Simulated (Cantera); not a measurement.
Charge: 1 mol SiCl4, 0.19 mol O3, 0.45 mol N2O, equilibrated at 1200 K and 12.0 Pa.

These are equilibrium values from Cantera (NASA tables, ideal gas, pure condensed phases), not measurements of a reactor. Candidate condensed phases: Si, SiO2, Si2N2O, Si3N4; 23 gas species. The tables hold silica as quartz up to 1696 K and as liquid above; real silica turns to tridymite and cristobalite and melts near 1996 K. Kinetics and transport are ignored.

Base state: Cl2 0.332, Cl 0.248, SiCl4 0.219, N2 0.201 (mole fractions); condensed: SiO2(β-quartz).

Q: What changes in the equilibrium state with this change: pressure from 12.0 Pa to 100000 Pa?

A: 
```csv
species,before,after
Cl2,0.332,0.518
SiCl4,0.219,0.250
N2,0.201,0.229
Cl,0.248,0.00340
"SiO2(β-quartz), mol",0.510,0.510
```
